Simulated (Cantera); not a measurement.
# Transport properties of process gases

Gas mixture: 100 % CO, at 2480 Torr, frozen composition.

Cantera's kinetic-theory transport with the Lennard-Jones parameters of GRI-Mech 3.0, ideal gas; thermal conductivity in the multicomponent form.

| T (K) | ρ (kg/m³) | cp (J/kg/K) | μ (µPa s) | λ (mW/m/K) | Pr | D (cm²/s) H | D (cm²/s) OH | D (cm²/s) O |
|---|---|---|---|---|---|---|---|---|
| 400 | 2.78 | 1049 | 22.0 | 31.9 | 0.722 | 0.618 | 0.159 | 0.162 |
| 550 | 2.02 | 1074 | 27.4 | 41.0 | 0.719 | 1.07 | 0.274 | 0.279 |
| 700 | 1.59 | 1112 | 32.3 | 50.0 | 0.717 | 1.62 | 0.411 | 0.419 |
| 850 | 1.31 | 1152 | 36.7 | 59.0 | 0.716 | 2.24 | 0.568 | 0.579 |
| 1000 | 1.11 | 1184 | 40.8 | 67.5 | 0.716 | 2.95 | 0.745 | 0.759 |
| 1150 | 0.967 | 1211 | 44.7 | 75.7 | 0.715 | 3.72 | 0.940 | 0.958 |
| 1300 | 0.855 | 1234 | 48.4 | 83.5 | 0.715 | 4.56 | 1.15 | 1.17 |
| 1450 | 0.767 | 1252 | 51.9 | 91.0 | 0.714 | 5.47 | 1.38 | 1.41 |
D: mixture-averaged diffusion coefficient of that species in the mixture.
